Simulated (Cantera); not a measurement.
Hydrogen reduction and annealing atmospheres: Fe2O3 + H2 + N2

Charge: 1 mol Fe2O3, 1500 mol H2, 60 mol N2.

Cantera equilibrium calculation (NASA polynomials, part measured and part estimated; ideal gas, pure solids and liquids). Candidate condensed phases: Fe, FeO, Fe(OH)2, Fe(OH)3, Fe2O3, Fe3O4, H2O; 27 gas species. The numbers say what is thermodynamically allowed, not how fast it happens.

Q: Map the stable condensed phases over T = 400, 500, 600, 700, 800, 900, 1000, 1100, 1200, 1300, 1400, 1500, 1600 °C and P in Pa = 10, 52, 270, 1400, 7200, 37000, 190000, 1000000.

A: 
```
T in °C \ P in Pa
              10      52     270    1400    7200   37000  190000 1000000
   1600        A       A       A       A       B       B       B       B
   1500        A       A       A       A       B       B       B       B
   1400        A       A       A       B       B       B       B       B
   1300        A       B       B       B       B       B       B       B
   1200        B       B       B       B       B       B       B       B
   1100        B       B       B       B       B       B       B       B
   1000        B       B       B       B       B       B       B       B
    900        B       B       B       B       B       B       B       B
    800        B       B       B       B       B       B       B       B
    700        B       B       B       B       B       B       B       B
    600        B       B       B       B       B       B       B       B
    500        B       B       B       B       B       B       B       B
    400        B       B       B       B       B       B       B       B
```
A: gas only; B: Fe.
